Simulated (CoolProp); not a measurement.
Values from CoolProp's reference Helmholtz-energy equation of state, Thol 2021.

**Question.** For chlorine, give the phase and the density (kg/m³), Joule-Thomson coefficient (K/MPa), isothermal compressibility (1/MPa), expansivity (1/kK) at 425.5 K and 1.27 MPa; 425.5 K and 1.78 MPa; 425.5 K and 3.31 MPa.

**Answer.** 
- 425.5 K and 1.27 MPa: gas; density 26.8, Joule-Thomson coefficient 12.5, isothermal compressibility 0.832, expansivity 2.78
- 425.5 K and 1.78 MPa: gas; density 38.5, Joule-Thomson coefficient 12.5, isothermal compressibility 0.609, expansivity 3.00
- 425.5 K and 3.31 MPa: gas; density 77.5, Joule-Thomson coefficient 12.6, isothermal compressibility 0.360, expansivity 3.88
